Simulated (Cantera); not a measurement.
Input (Python, Cantera) and output of one run.

```python
import numpy as np
import cantera as ct

gas_names = """
    H HNO HNO2 HNO3 HO2 H2 H2O H2O2 H2S H2SO4 N NH NH2 NH3 NH2OH NO NO2 NO3 N2 N2H2 N2H4 N2O O OH O2 O3
    S SH SN SO SO2 SO3 S2 S2O S8
""".split()
cond_names = """
    H2O(s) H2O(L) H2SO4(L) S(cr1) S(cr2) S(L)
""".split()


# ... load() reads the species with a 1 bar reference pressure and builds the phases ...
atoms = {
    'S': {'S': 1},
    'H2O': {'H': 2, 'O': 1},
    'N2': {'N': 2},
}
top_T = {}  # K; cautious upper limits of use, not melting points


# ... equilibrate(T, P, feed) seeds the gas with the atoms and calls Mixture.equilibrate('TP', solver="vcs", rtol=1e-11, max_steps=5000) ...
results = []
T = 950  # K
P = 150  # Pa
for m in [2.7, 3.4, 4.4, 5.7, 7.4, 9.5, 12, 16, 20]:
    feed = {'S': 1, 'H2O': 0.67, 'N2': m}  # mol
    mix = equilibrate(T, P, feed)
    results.append((T, P, feed, dict(zip(mix.species_names, mix.species_moles))))

top = {s: max(r[3][s] / sum(r[3][g] for g in gas_names) for r in results) for s in gas_names}
cols = sorted((s for s in top if top[s] > 0.0001), key=lambda s: -top[s])[:7]
seen = [c for c in cond_names if any(r[3].get(c, 0) > 1e-12 for r in results)]
print("log10 of partial pressures in bar; condensed amounts in mol")
print(f"{'n(N2)':>10s}" + "".join(f"{s[:9]:>10s}" for s in cols + seen))
for T, P, feed, n in results:
    ng = sum(n[g] for g in gas_names)
    print(f"{feed['N2']:10.4g}" + "".join(f"{np.log10(max(n[s] / ng * P / 1e5, 1e-99)):10.3f}" for s in cols)
          + "".join(f"{n.get(c, 0):10.4g}" for c in seen))
```

Result:

```
log10 of partial pressures in bar; condensed amounts in mol
     n(N2)        N2       H2O        S2       H2S       SO2        H2       S2O
       2.7    -2.979    -3.663    -3.777    -4.486    -4.670    -4.978    -6.392
       3.4    -2.951    -3.734    -3.848    -4.573    -4.747    -5.028    -6.484
       4.4    -2.925    -3.819    -3.932    -4.675    -4.839    -5.089    -6.592
       5.7    -2.904    -3.910    -4.022    -4.785    -4.935    -5.154    -6.708
       7.4    -2.887    -4.005    -4.116    -4.900    -5.036    -5.222    -6.829
       9.5    -2.874    -4.100    -4.209    -5.015    -5.135    -5.291    -6.949
        12    -2.864    -4.191    -4.299    -5.126    -5.230    -5.357    -7.063
        16    -2.854    -4.305    -4.413    -5.267    -5.348    -5.440    -7.207
        20    -2.849    -4.396    -4.502    -5.378    -5.441    -5.507    -7.321
```

These are equilibrium values from Cantera (NASA tables, ideal gas, pure condensed phases), not measurements of a reactor. Gases not in the tables: S3 to S7.
